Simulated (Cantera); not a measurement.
Feed: 1 mol Al(CH3)3, 39 mol N2O, 2.3 mol H2, at 1227 °C and 86.0 Pa.

Cantera equilibrium calculation (NASA polynomials, part measured and part estimated; ideal gas, pure solids and liquids). Candidate condensed phases: Al, AlN, Al2O3, C, C6H6, C7H8, C8H18, H2O; 148 gas species. The feed counts by its element totals alone. The numbers say what is thermodynamically allowed, not how fast it happens.

Base state: N2 0.637, O2 0.201, H2O 0.111, CO2 0.0490, NO 0.00108, OH 0.000476, O 6.20e-5, CO 1.82e-5 (mole fractions); condensed: Al2O3(s).

Problem. What changes in the equilibrium state with this change: temperature from 1227 °C to 1177 °C?

Solution. 
```tsv
species	before	after
N2	0.637	0.637
O2	0.201	0.201
H2O	0.111	0.111
NO	0.00108	0.000837
OH	0.000476	0.000304
CO2	0.0490	0.0490
CO	1.82e-5	8.40e-6
O	6.20e-5	3.07e-5
H2	1.60e-5	7.99e-6
Al2O3(s), mol	0.500	0.500
```

Problem. What changes in the equilibrium state with this change: Al(CH3)3 replaced by Al?

Solution. 
```tsv
species	before	after
N2	0.637	0.661
O2	0.201	0.298
H2O	0.111	0.0389
CO2	0.0490	0
CO	1.82e-5	0
H2	1.60e-5	4.59e-6
OH	0.000476	0.000311
Al2O3(s), mol	0.500	0.500
```
